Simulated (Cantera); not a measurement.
Charge: 1 mol HMDSO, 0.096 mol O2, held at 1125 K and 18.0 Torr.

Cantera equilibrium calculation (NASA polynomials, part measured and part estimated; ideal gas, pure solids and liquids). Candidate condensed phases: C, C6H6, C7H8, C8H18, H2O, Si, SiC, SiO2; 123 gas species. The feed counts by its element totals alone. Mutual solubility and eutectic melting of coexisting phases are not modelled. Rates play no part.

Base state: H2 0.999, CH4 0.000691, CO 0.000301 (mole fractions); condensed: C(graphite) + SiC(s) + SiO2(β-quartz).

Problem. What changes in the equilibrium state with this change: temperature from 1125 K to 1648.15 K?

Solution. 
```tsv
species	before	after
H2	0.999	0.882
CO	0.000301	0.117
H	2.87e-7	0.000541
CH4	0.000691	2.50e-5
SiO	7.16e-8	0.000401
C2H2 (acetylene)	2.29e-8	3.95e-5
C(graphite), mol	4.59	2.82
SiC(s), mol	1.41	2.00
SiO2(β-quartz), mol	0.595	0
```
